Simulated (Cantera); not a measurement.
A freely propagating, adiabatic, planar premixed flame of CH₄ : CO : O₂ : N₂ = 1 : 0.4 : 1.83 : 6.89 (molar parts), unburnt at 450 K and 940000 Pa; mixture-averaged transport, grid criteria slope 0.08 and curve 0.16, no radiation.

Cantera simulation using GRI-Mech 3.0 (53 species, 325 reactions); the numbers are that mechanism's predictions, not measurements. Burning velocities carry a grid error of a few per cent, more on coarse grids.

Task: How do the results move with these cheaper or finer settings: unity-Lewis-number transport; multicomponent transport; multicomponent+Soret transport; grid criteria slope 0.5, curve 1; grid criteria slope 0.25, curve 0.5; grid criteria slope 0.03, curve 0.06?

Result: 
| setting | laminar burning velocity | thermal thickness | peak x(C₂H) | grid points | grid points |
|---|---|---|---|---|---|
| as above | 30.1 cm/s | 0.0830 mm | 7.29e-7 | 140 | 140 |
| unity-Lewis-number transport | 21.0 cm/s | 0.107 mm | 7.34e-7 | 144 | 144 |
| multicomponent transport | 30.3 cm/s | 0.0842 mm | 7.38e-7 | 141 | 141 |
| multicomponent+Soret transport | 30.4 cm/s | 0.0832 mm | 7.12e-7 | 140 | 140 |
| grid criteria slope 0.5, curve 1 | 32.9 cm/s | 0.0902 mm | 7.07e-7 | 36 | 36 |
| grid criteria slope 0.25, curve 0.5 | 31.3 cm/s | 0.0860 mm | 7.19e-7 | 56 | 56 |
| grid criteria slope 0.03, curve 0.06 | 29.6 cm/s | 0.0824 mm | 7.29e-7 | 328 | 328 |
The base run took about 13 core-seconds (a rough figure).
Unity Lewis numbers drop preferential diffusion, which matters most where H2 and H carry the flame; Soret adds thermal diffusion.
